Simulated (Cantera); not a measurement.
A closed system holds: 1 mol SiCl4, 0.032 mol HCl, 13 mol H2, at 1000 Pa.

Equilibrium computed with Cantera from the NASA thermochemical tables; the gas is ideal and each condensed phase is pure. Candidate condensed phases: Si; 19 gas species. The tables' values for SiCl3 are old estimates; treat these amounts as uncertain. The numbers say what is thermodynamically allowed, not how fast it happens.

x: gas mole fraction; n: condensed amount in mol.

```csv
T (K),x H2,x HCl,x SiCl2,x SiCl4,x SiHCl3,n Si(s)
948,0.910,0.0199,0.000661,0.0567,0.0117,0.0107
1023,0.896,0.0370,0.00271,0.0508,0.0104,0.0561
1098,0.876,(withheld),(withheld),(withheld),(withheld),(withheld)
1173,0.850,0.0882,0.0208,0.0268,0.00602,0.111
1248,0.826,0.111,0.0378,0.0129,0.00337,0.0808
1323,0.811,0.124,(withheld),(withheld),(withheld),(withheld)
1398,0.805,0.128,0.0603,0.00134,0.000592,0.00217
```

Complete the blanks.


- 1323, x SiCl2: 0.0521
- 1323, x SiCl4: 0.00451
- 1323, x SiHCl3: 0.00149
- 1323, n Si(s): 0.0365
- 1098, x HCl: 0.0609
- 1098, x SiCl2: 0.00859
- 1098, x SiCl4: 0.0408
- 1098, x SiHCl3: 0.00854
- 1098, n Si(s): 0.0983
